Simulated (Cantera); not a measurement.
Equilibrium for silicon etching in halogen gases: Si + Br2 + H2

Feed: 1 mol Si, 3.3 mol Br2, a varied amount of H2, held at 650 K and 75.0 Torr.

These are equilibrium values from Cantera (NASA tables, ideal gas, pure condensed phases), not measurements of a reactor. Candidate condensed phases: Br2, Si; 19 gas species. Equilibrium is a limit: real reactors are often held back by kinetics, nucleation or transport.

```json
[
 {"n(H2) (mol)": "0.28", "x HBr": "0.217", "x H2": "5.20e-11", "x Br2": "0.395", "x SiBr4": "0.388", "x Br": "2.06e-5", "x SiHBr3": "<1e-12", "x SiBr3": "<1e-12"},
 {"n(H2) (mol)": "0.66", "x HBr": "0.446", "x H2": "4.01e-10", "x Br2": "0.216", "x SiBr4": "0.338", "x Br": "1.52e-5", "x SiHBr3": "<1e-12", "x SiBr3": "<1e-12"},
 {"n(H2) (mol)": "1", "x HBr": "0.606", "x H2": "1.76e-9", "x Br2": "0.0909", "x SiBr4": "0.303", "x Br": "9.86e-6", "x SiHBr3": "<1e-12", "x SiBr3": "<1e-12"},
 {"n(H2) (mol)": "1.4", "x HBr": "0.703", "x H2": "0.0270", "x Br2": "7.97e-9", "x SiBr4": "0.270", "x Br": "2.92e-9", "x SiHBr3": "4.38e-7", "x SiBr3": "2.95e-10"},
 {"n(H2) (mol)": "1.8", "x HBr": "0.634", "x H2": "0.122", "x Br2": "1.44e-9", "x SiBr4": "0.244", "x Br": "1.24e-9", "x SiHBr3": "1.98e-6", "x SiBr3": "6.26e-10"},
 {"n(H2) (mol)": "2.2", "x HBr": "0.578", "x H2": "0.200", "x Br2": "7.28e-10", "x SiBr4": "0.222", "x Br": "8.82e-10", "x SiHBr3": "3.24e-6", "x SiBr3": "8.02e-10"},
 {"n(H2) (mol)": "2.5", "x HBr": "0.542", "x H2": "0.250", "x Br2": "5.12e-10", "x SiBr4": "0.208", "x Br": "7.40e-10", "x SiHBr3": "4.05e-6", "x SiBr3": "8.96e-10"},
 {"n(H2) (mol)": "2.9", "x HBr": "0.500", "x H2": "0.308", "x Br2": "3.55e-10", "x SiBr4": "0.192", "x Br": "6.16e-10", "x SiHBr3": "4.99e-6", "x SiBr3": "9.94e-10"},
 {"n(H2) (mol)": "3.3", "x HBr": "0.464", "x H2": "0.357", "x Br2": "2.63e-10", "x SiBr4": "0.179", "x Br": "5.31e-10", "x SiHBr3": "5.79e-6", "x SiBr3": "1.07e-9"},
 {"n(H2) (mol)": "3.7", "x HBr": "0.433", "x H2": "0.400", "x Br2": "2.05e-10", "x SiBr4": "0.167", "x Br": "4.68e-10", "x SiHBr3": "6.48e-6", "x SiBr3": "1.13e-9"},
 {"n(H2) (mol)": "4", "x HBr": "0.413", "x H2": "0.429", "x Br2": "1.73e-10", "x SiBr4": "0.159", "x Br": "4.31e-10", "x SiHBr3": "6.95e-6", "x SiBr3": "1.17e-9"},
 {"n(H2) (mol)": "4.4", "x HBr": "0.388", "x H2": "0.463", "x Br2": "1.42e-10", "x SiBr4": "0.149", "x Br": "3.90e-10", "x SiHBr3": "7.50e-6", "x SiBr3": "1.22e-9"},
 {"n(H2) (mol)": "4.8", "x HBr": "0.366", "x H2": "0.493", "x Br2": "1.19e-10", "x SiBr4": "0.141", "x Br": "3.56e-10", "x SiHBr3": "7.99e-6", "x SiBr3": "1.26e-9"}
]
```
x: gas mole fraction; nothing condenses.

From 0.28 mol H2 to 4.8 mol H2 nothing is condensed. The main Si-bearing gas is SiBr4 throughout.
